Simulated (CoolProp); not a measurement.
A simple Rankine cycle with cis-2-butene: condensing at 292.15 K, boiler at 2.58 MPa, turbine inlet 524 K, turbine efficiency 0.6, pump efficiency 0.8, no recuperator. Each further row changes one setting.

The numbers come from the reference Helmholtz-energy equation of state, Lemmon 2005 in CoolProp. It is a short technical equation, of lower accuracy than the large ones.

```
case                             thermal efficiency (%)  net work (kJ/kg)  heat in (kJ/kg)  turbine exit temperature (K)  volume ratio over the turbine
-------------------------------  ----------------------  ----------------  ---------------  ----------------------------  -----------------------------
as stated                                          12.8                 ?              801                         460.8                           14.5
condensing temperature 284.15 K                       ?               112                ?                             ?                              ?
boiler pressure 1.81 MPa                              ?                 ?              813                             ?                           10.0
turbine efficiency 0.5                             10.5              84.3              801                         469.3                           14.8
```

Problem. Complete the blanks.

Solution. 
- as stated, net work (kJ/kg): 102
- condensing temperature 284.15 K, thermal efficiency (%): 13.7
- condensing temperature 284.15 K, heat in (kJ/kg): 819
- condensing temperature 284.15 K, turbine exit temperature (K): 455.5
- condensing temperature 284.15 K, volume ratio over the turbine: 19.0
- boiler pressure 1.81 MPa, thermal efficiency (%): 11.4
- boiler pressure 1.81 MPa, net work (kJ/kg): 92.6
- boiler pressure 1.81 MPa, turbine exit temperature (K): 471.2
